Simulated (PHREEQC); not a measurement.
1 kg of water holding 0.12 mol/kgw Na2CO3 and 0.01 mol/kgw Na2SO4 is evaporated at 20 °C; the solids stay in contact with the brine. No CO2 enters from the air. The run lets Burkeite, Mirabilite, Nahcolite, Natron, Thenardite, Trona precipitate or redissolve, and no other solid.

The series has 20 steps of water left (kg), from 1 to 0.002512.

The numbers come from PHREEQC with the Pitzer model, pitzer.dat.

Which solids form, in which order, and at which step of the series does each first stand?

Natron from water left = 0.02979 kg (pH 12.11); Mirabilite from water left = 0.002512 kg (pH 12.10).

Species that the database lacks are ignored.
